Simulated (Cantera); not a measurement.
Charge: 1 mol SiO2, 0.91 mol CO, 14 mol H2, 0.64 mol C, at 2.80 mbar.

Cantera equilibrium calculation (NASA polynomials, part measured and part estimated; ideal gas, pure solids and liquids). Candidate condensed phases: C, C6H6, C7H8, C8H18, H2O, Si, SiC, SiO2; 123 gas species. The tables hold silica as quartz up to 1696 K and as liquid above; real silica turns to tridymite and cristobalite and melts near 1996 K. Rates play no part.

Which condensed phases are stable at each of these points (T (°C)): 1252, 1352, 1452, 1552, 1652, 1752, 1852, 1952?


```
T (°C)  condensed phases  Si condensed (%)
------  ----------------  ----------------
1252      SiO2(β-quartz)              36.0
1352      SiO2(β-quartz)              35.4
1452     SiO2(condensed)              30.3
1552     SiO2(condensed)               5.0
1652            gas only               0.0
1752            gas only               0.0
1852            gas only               0.0
1952            gas only               0.0
```

From 1252 °C to 1352 °C the condensed part is SiO2(β-quartz). From 1452 °C to 1552 °C the condensed part is SiO2(condensed). From 1652 °C to 1952 °C nothing is condensed.
